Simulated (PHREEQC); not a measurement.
Consider water at 25 °C with 0.0085 mol NH3 and 0.00023 mol K2SO4 per kg of water. It is in equilibrium with CO2 at log p = -1 (atm). Otherwise closed; pH follows from the charge balance.

The numbers come from PHREEQC with the ion-association model, phreeqc.dat.

Task: The ionic strength comes out as 0.00914 mol/kgw. What activity coefficients do NH4SO4-, SO4-2, NH4+, CO3-2, HCO3- get?

Result: NH4SO4- 0.91, SO4-2 0.68, NH4+ 0.90, CO3-2 0.68, HCO3- 0.91.

This is a speciation only: nothing precipitates in the calculation. Species that the database lacks are ignored.
